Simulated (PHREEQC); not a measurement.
**Brine: an equilibrium model**

A solution holds 1 mol KCl, 0.35 mol BaCl2 and 3.5 mol NaCl per kg of water, at 20 °C. Closed to the air; pH follows from the charge balance.

Computed with PHREEQC (Pitzer model, pitzer.dat).

| Item | Result |
|---|---|
| ionic strength | 5.55 mol/kgw |
| activity of water | 0.822 |
| density | 1.209 g/cm³ |
| osmotic coefficient | 1.082 |

```json
[
 {"species": "Cl-", "molality": "5.20", "activity": "3.10", "log γ": "-0.225"},
 {"species": "Na+", "molality": "3.50", "activity": "3.59", "log γ": "0.011"},
 {"species": "K+", "molality": "1.00", "activity": "0.605", "log γ": "-0.219"},
 {"species": "Ba+2", "molality": "0.350", "activity": "0.119", "log γ": "-0.469"},
 {"species": "OH-", "molality": "6.24e-8", "activity": "2.62e-8", "log γ": "-0.377"},
 {"species": "H+", "molality": "6.24e-8", "activity": "2.15e-7", "log γ": "0.537"}
]
```

Precipitation was switched off in this run.
